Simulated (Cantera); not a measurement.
Input: 1 mol borazine, 7 mol N2, at 1625 °C and 11.0 mbar.

These are equilibrium values from Cantera (NASA tables, ideal gas, pure condensed phases), not measurements of a reactor. Candidate condensed phases: B, BN; 15 gas species. The feed counts by its element totals alone. Rates play no part.

Base state: N2 0.699, H2 0.297, H 0.00406 (mole fractions); condensed: BN(s).

Question: What changes in the equilibrium state with this change: temperature from 1625 °C to 1825 °C?

Answer: 
```json
[
 {"species": "N2", "before": "0.699", "after": "0.694"},
 {"species": "H2", "before": "0.297", "after": "0.290"},
 {"species": "H", "before": "0.00406", "after": "0.0158"},
 {"species": "BH2", "before": "4.16e-6", "after": "5.77e-5"},
 {"species": "B", "before": "1.12e-7", "after": "1.43e-5"},
 {"species": "BN(s), mol", "before": "3.00", "after": "3.00"}
]
```
The tables' values for BH2 are old estimates; treat these amounts as uncertain.
